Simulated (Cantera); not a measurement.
**Fluorocarbon and chlorocarbon gases: CF4 + F2**

Feed: 1 mol CF4, 0.39 mol F2, held at 0.750 Torr.

Equilibrium computed with Cantera from the NASA thermochemical tables; the gas is ideal and each condensed phase is pure. Candidate condensed phases: C; 13 gas species. Equilibrium is a limit: real reactors are often held back by kinetics, nucleation or transport.

| T (K) | x F | x C | x CF | x C3 | x C2 |
|---|---|---|---|---|---|
| 2898 | 0.881 | 0.0132 | 0.0583 | 0.0366 | 0.00512 |
| 2973 | 0.882 | 0.0209 | 0.0515 | 0.0356 | 0.00673 |
| 3048 | 0.881 | 0.0317 | 0.0449 | 0.0328 | 0.00844 |
| 3123 | 0.876 | 0.0462 | 0.0384 | 0.0286 | 0.0100 |
| 3198 | 0.869 | 0.0644 | 0.0320 | 0.0230 | 0.0112 |
| 3273 | 0.860 | 0.0853 | 0.0260 | 0.0169 | 0.0116 |
| 3348 | 0.851 | 0.107 | 0.0203 | 0.0110 | 0.0110 |
| 3423 | 0.843 | 0.126 | 0.0153 | 0.00632 | 0.00948 |
| 3498 | 0.837 | 0.141 | 0.0112 | 0.00324 | 0.00751 |
| 3573 | 0.833 | 0.152 | 0.00801 | 0.00153 | 0.00559 |
x: gas mole fraction; nothing condenses.

From 2898 K to 3573 K nothing is condensed. The main C-bearing gas is C3 at 2898 K and C at 3573 K.
